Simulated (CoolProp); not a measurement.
Values from CoolProp's reference Helmholtz-energy equation of state, Guder 2009.

Problem. For sulfur hexafluoride, give the phase and the density (kg/m³), viscosity (µPa s) at 121.35 °C and 13600 kPa; 144.35 °C and 13600 kPa; 213.35 °C and 13600 kPa.

Solution. 
- 121.35 °C and 13600 kPa: supercritical; density 940, viscosity 61.5
- 144.35 °C and 13600 kPa: supercritical; density 808, viscosity 51.0
- 213.35 °C and 13600 kPa: supercritical; density 568, viscosity 39.0

Viscosity comes from a separate model (Quiñones-Cisneros 2012).
